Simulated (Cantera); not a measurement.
An isothermal, constant-pressure homogeneous reactor starts with 9.35 % C2H6, 90.7 % H2, at 1075 K and 75.0 Torr.

Computed with Cantera and GRI-Mech 3.0 (53 species, 325 reactions). GRI-Mech 3.0 stops at C3 and has no aromatics, soot or wall deposition, so with more carbon than oxygen in the feed, carbon stays in small species such as C2H2 where larger ones or solid carbon would form.

x: mole fraction; the columns are a selection and need not sum to one.

```tsv
t (s)	x C2H6	x H2	x CH2	x C2H4	x CH4	x C2H2
0.000300	0.0935	0.907	<1e-12	4.42e-7	5.07e-7	<1e-12
0.000590	0.0935	0.907	<1e-12	2.04e-6	1.10e-6	<1e-12
0.00116	0.0934	0.907	<1e-12	8.61e-6	2.30e-6	4.57e-12
0.00228	0.0934	0.907	<1e-12	3.47e-5	4.97e-6	6.85e-11
0.00448	0.0933	0.907	<1e-12	0.000136	1.25e-5	1.01e-9
0.00881	0.0929	0.907	<1e-12	0.000515	4.32e-5	1.44e-8
0.0173	0.0914	0.907	<1e-12	0.00181	0.000193	1.81e-7
0.0341	0.0872	0.907	1.88e-12	0.00532	0.000741	1.64e-6
0.0669	0.0788	0.907	1.98e-12	0.0124	0.00198	9.56e-6
0.132	___	0.907	1.78e-12	___	___	___
0.259	0.0448	0.907	1.43e-12	0.0408	0.00747	0.000151
0.509	0.0238	0.906	<1e-12	0.0580	0.0115	0.000452
1.00	___	0.906	<1e-12	___	___	___
```

Problem. What belongs in the gaps?

Solution. 
- 0.132, x C2H6: 0.0648
- 0.132, x C2H4: 0.0242
- 0.132, x CH4: 0.00416
- 0.132, x C2H2: 4.17e-5
- 1.00, x C2H6: 0.0102
- 1.00, x C2H4: 0.0681
- 1.00, x CH4: 0.0151
- 1.00, x C2H2: 0.00107
